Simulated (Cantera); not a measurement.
# Gas activation for diamond growth

An isothermal, constant-pressure homogeneous reactor starts with CH4 : H2 = 0.011 : 1 (molar parts), at 1923 K and 21.0 Torr.

Model: GRI-Mech 3.0 (53 species, 325 reactions), integrated in Cantera. GRI-Mech 3.0 stops at C3 and has no aromatics, soot or wall deposition, so with more carbon than oxygen in the feed, carbon stays in small species such as C2H2 where larger ones or solid carbon would form. Radical loss at walls, strong at low pressure, is not modelled.

```tsv
t (s)	x CH4	x H2	x H	x C2H2	x CH2	x C2H
1.00e-5	0.0109	0.989	1.44e-6	<1e-12	1.53e-12	<1e-12
2.70e-5	0.0109	0.989	4.46e-6	<1e-12	9.68e-12	<1e-12
7.28e-5	0.0109	0.989	1.33e-5	<1e-12	5.97e-11	<1e-12
0.000196	0.0109	0.989	3.73e-5	1.40e-11	4.05e-10	<1e-12
0.000529	0.0109	0.989	0.000102	6.69e-10	2.89e-9	<1e-12
0.00143	0.0108	0.989	0.000276	3.71e-8	2.07e-8	<1e-12
0.00385	0.0107	0.988	0.000741	2.00e-6	1.44e-7	2.13e-11
0.0104	0.0103	0.987	0.00190	6.18e-5	8.81e-7	1.70e-9
0.0280	0.00864	0.986	0.00378	0.000753	2.78e-6	4.10e-8
0.0756	0.00494	0.987	0.00470	0.00268	2.53e-6	1.82e-7
0.204	0.00200	0.988	0.00515	0.00427	1.28e-6	3.17e-7
0.550	0.000696	0.989	0.00546	0.00498	5.12e-7	3.91e-7
1.48	0.000242	0.989	0.00560	0.00523	1.89e-7	4.21e-7
4.00	9.38e-5	0.989	0.00563	0.00531	7.45e-8	4.30e-7
```
x: mole fraction; the columns are a selection and need not sum to one.

Equilibrium at this temperature and pressure: CH4 4.95e-5, H2 0.989, H 0.00564, C2H2 0.00534, CH2 3.94e-8, C2H 4.33e-7 (gas phase only).
